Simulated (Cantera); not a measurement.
Cantera run, input and output.

```python
import numpy as np
import cantera as ct

gas = ct.Solution("gri30.yaml")
gas.TPX = 1298, 19000, {'N2O': 1, 'N2': 3.9}
inlet = ct.Reservoir(gas, clone=True)

reactor = ct.IdealGasConstPressureReactor(gas, energy="off", clone=False)
exhaust = ct.Reservoir(gas, clone=True)
tau = [0.55, 0.27, 0.13, 0.062, 0.03, 0.014, 0.007, 0.0034, 0.0016, 0.00079, 0.00038][0]
for a, b in ((inlet, reactor), (reactor, exhaust)):
    ct.MassFlowController(a, b, mdot=lambda t: reactor.mass / tau)
net = ct.ReactorNet([reactor])
show = ['N2O', 'NO2', 'O2', 'O', 'NO', 'N2']

rows = []
print(f"{'tau/s':>10s}{'T/K':>9s}" + "".join(f"{s:>11s}" for s in show))
for tau in [0.55, 0.27, 0.13, 0.062, 0.03, 0.014, 0.007, 0.0034, 0.0016, 0.00079, 0.00038]:
    net.initial_time = 0.0
    net.advance(30 * tau)
    before = gas.X
    net.advance(40 * tau)
    drift = np.max(np.abs(gas.X - before) / (gas.X + 1e-9))
    rows.append([gas.T, *gas[show].X, drift])
    print(f"{tau:10.3e}{gas.T:9.1f}" + "".join(f"{x:11.3e}" for x in gas[show].X))
```

Output:

```
     tau/s      T/K        N2O        NO2         O2          O         NO         N2
 5.500e-01   1298.0  1.473e-01  1.282e-05  2.199e-02  7.150e-06  7.474e-03  8.232e-01
 2.700e-01   1298.0  1.714e-01  7.179e-06  1.263e-02  7.257e-06  4.333e-03  8.116e-01
 1.300e-01   1298.0  1.869e-01  3.552e-06  6.650e-03  7.311e-06  2.291e-03  8.042e-01
 6.200e-02   1298.0  1.955e-01  1.568e-06  3.320e-03  7.332e-06  1.147e-03  8.000e-01
 3.000e-02   1298.0  1.998e-01  6.254e-07  1.640e-03  7.330e-06  5.672e-04  7.980e-01
 1.400e-02   1298.0  2.021e-01  2.056e-07  7.710e-04  7.305e-06  2.668e-04  7.969e-01
 7.000e-03   1298.0  2.031e-01  6.528e-08  3.844e-04  7.250e-06  1.331e-04  7.964e-01
 3.400e-03   1298.0  2.036e-01  1.749e-08  1.841e-04  7.132e-06  6.377e-05  7.961e-01
 1.600e-03   1298.0  2.039e-01  3.950e-09  8.377e-05  6.886e-06  2.902e-05  7.960e-01
 7.900e-04   1298.0  2.040e-01  8.830e-10  3.878e-05  6.453e-06  1.343e-05  7.960e-01
 3.800e-04   1298.0  2.040e-01  1.624e-10  1.646e-05  5.691e-06  5.701e-06  7.959e-01
```

Detailed kinetics in Cantera: GRI-Mech 3.0 (53 species, 325 reactions). GRI-Mech 3.0 was tuned for natural gas; its chemistry of N2O as a main component is partial and can be far from experiment. The mechanism lacks the step 2 NO + O2 → 2 NO2, which can matter for NO2 below about 1400 K. The temperature is held fixed by assumption; the heat of reaction is taken as removed at once.
